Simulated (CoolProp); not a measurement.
A Linde-Hampson liquefier for normal hydrogen: isothermal reversible compression at 250 K from 1 atm to 5 MPa, throttling to 1 atm, return gas leaving the recuperator 5 K below the feed. Each further row changes one setting.

Computed with CoolProp (reference Helmholtz-energy equation of state, Leachman 2009).

```csv
case,compression work (kJ/kg of gas)
as stated,4050
high pressure 10 MPa,4800
warm-end temperature 280 K,4540
warm-end gap 10 K,4050
```
